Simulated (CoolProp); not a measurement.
Vapour-liquid equilibrium of cyclohexane (1) + n-nonane (2) at 0.074 MPa; x and y are mole fractions of (1).

Computed with CoolProp (multi-fluid Helmholtz-energy mixture model, Zhou 2014 and Lemmon 2006; pair parameters Bell 2016).

Give the bubble temperature and the first vapour's composition at x = 0.2, 0.35, 0.95. Is there an azeotrope?

x = 0.2: 386.3 K, y = 0.627; x = 0.35: 373.9 K, y = 0.798; x = 0.95: 345.3 K, y = 0.995. No azeotrope shows between x = 0.05 and 0.95.

Pair parameters are fitted to limited data, so mixtures are less certain than the pure fluids.
